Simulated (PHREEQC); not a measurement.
Metal-bearing waste water: speciation

Consider water at 25 °C with 93 mmol/kgw FeCl3, 17.5 mmol/kgw NiCl2, 9.7 mmol/kgw NaF and 0.037 mmol/kgw Na2SO4. Closed to the air; pH follows from the charge balance.

Model: ion-association model, wateq4f.dat, run in PHREEQC.

This is a speciation only: nothing precipitates in the calculation.

Task: Predict the pH.

Result: pH 1.94.

Task: In which forms is Ni present?

Result: Ni+2 82 %, NiCl+ 13 %, NiCl2 5.3 % of the Ni.

Examples of supersaturated solids here: Hematite (slow to form), Goethite (slow to form). Others may be too. Fluoro complexes past AlF4- and FeF3 are missing from the database.
